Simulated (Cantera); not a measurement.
Equilibrium for silicon nitride deposition: SiH4 + N2

Input: 1 mol SiH4, 4 mol N2, at 0.000290 bar.

Equilibrium computed with Cantera from the NASA thermochemical tables; the gas is ideal and each condensed phase is pure. Candidate condensed phases: Si, Si3N4; 18 gas species. N2 is the only nitrogen source here; it is nearly inert below about 1500 K, so the nitride shown seldom forms there in practice. The tables' values for SiN are old estimates; treat these amounts as uncertain. Gases not in the tables: Si2H6 and higher silanes. Equilibrium is a limit: real reactors are often held back by kinetics, nucleation or transport.

From 727 °C to 1227 °C the condensed part is Si3N4(s). At 1327 °C the condensed part is Si(s). From 1427 °C to 1627 °C the condensed part is Si(l). From 1727 °C to 1827 °C nothing is condensed.

| T (°C) | x N2 | x H2 | x Si | x H | x Si2 | x SiH | n Si3N4(s) | n Si(s) | n Si(l) |
|---|---|---|---|---|---|---|---|---|---|
| 727 | 0.625 | 0.375 | <1e-12 | 8.16e-8 | <1e-12 | <1e-12 | 0.333 | 0 | 0 |
| 827 | 0.625 | 0.375 | <1e-12 | 9.30e-7 | <1e-12 | <1e-12 | 0.333 | 0 | 0 |
| 927 | 0.625 | 0.375 | 1.39e-11 | 7.10e-6 | <1e-12 | 2.18e-12 | 0.333 | 0 | 0 |
| 1027 | 0.625 | 0.375 | 2.93e-9 | 3.98e-5 | <1e-12 | 2.53e-10 | 0.333 | 0 | 0 |
| 1127 | 0.625 | 0.375 | 2.84e-7 | 0.000175 | 1.69e-11 | 1.48e-8 | 0.333 | 0 | 0 |
| 1227 | 0.625 | 0.375 | 1.48e-5 | 0.000633 | 7.76e-9 | 4.96e-7 | 0.333 | 0 | 0 |
| 1327 | 0.666 | 0.332 | 0.000336 | 0.00184 | 8.38e-7 | 7.19e-6 | 0 | 0.998 | 0 |
| 1427 | 0.663 | 0.329 | 0.00234 | 0.00496 | 1.03e-5 | 3.54e-5 | 0 | 0 | 0.985 |
| 1527 | 0.655 | 0.322 | 0.0110 | 0.0119 | 6.62e-5 | 0.000121 | 0 | 0 | 0.930 |
| 1627 | 0.628 | 0.301 | 0.0435 | 0.0256 | 0.000349 | 0.000353 | 0 | 0 | 0.710 |
| 1727 | 0.559 | 0.255 | 0.134 | 0.0482 | 0.00125 | 0.000784 | 0 | 0 | 0 |
| 1827 | 0.547 | 0.229 | 0.134 | 0.0876 | 0.000512 | 0.000595 | 0 | 0 | 0 |
x: gas mole fraction; n: condensed amount in mol.
